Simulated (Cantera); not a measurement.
Input: 1 mol SiC, 0.042 mol N2, at 2500 °C and 3.70 Pa.

Equilibrium computed with Cantera from the NASA thermochemical tables; the gas is ideal and each condensed phase is pure. Candidate condensed phases: C, Si, SiC, Si3N4; 20 gas species. The tables' values for SiN are old estimates; treat these amounts as uncertain. Rates play no part.

Base state: Si 0.624, C3 0.125, SiC2 0.114, C 0.0780, N2 0.0249, C2 0.0206, CN 0.0122, SiC 0.000585 (mole fractions); condensed: gas only.

Task: What changes in the equilibrium state with this change: 0.00093 mol NH3 added?

Result: 
```tsv
species	before	after
Si	0.624	0.622
C3	0.125	0.125
SiC2	0.114	0.113
H	0	0.00205
N2	0.0249	0.0251
CN	0.0122	0.0122
C2	0.0206	0.0206
C	0.0780	0.0779
Si2C	0.000178	0.000177
N	7.42e-5	7.45e-5
```
Further candidate phases: C6H6, C7H8, C8H18.
